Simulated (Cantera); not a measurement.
A closed system holds: 1 mol TiCl4, 0.068 mol C3H8, equilibrated at 1750 K and 0.0220 bar.

Cantera equilibrium calculation (NASA polynomials, part measured and part estimated; ideal gas, pure solids and liquids). Candidate condensed phases: C, C6H6, C7H8, C8H18, Ti, TiC, TiCl2, TiCl3, TiCl4; 96 gas species. The tables' values for TiCl2 are old estimates; treat these amounts as uncertain. The numbers say what is thermodynamically allowed, not how fast it happens.

Base state: TiCl3 0.351, HCl 0.346, TiCl4 0.291, Cl 0.00902, H2 0.00214, TiCl2 0.00200, H 7.26e-5, Cl2 2.91e-5 (mole fractions); condensed: C(graphite).

Q: What changes in the equilibrium state with this change: temperature from 1750 K to 1723 K?

A: 
```tsv
species	before	after
TiCl3	0.351	0.348
HCl	0.346	0.346
TiCl4	0.291	0.295
Cl	0.00902	0.00635
Cl2	2.91e-5	1.89e-5
H2	0.00214	0.00268
C(graphite), mol	0.204	0.204
```
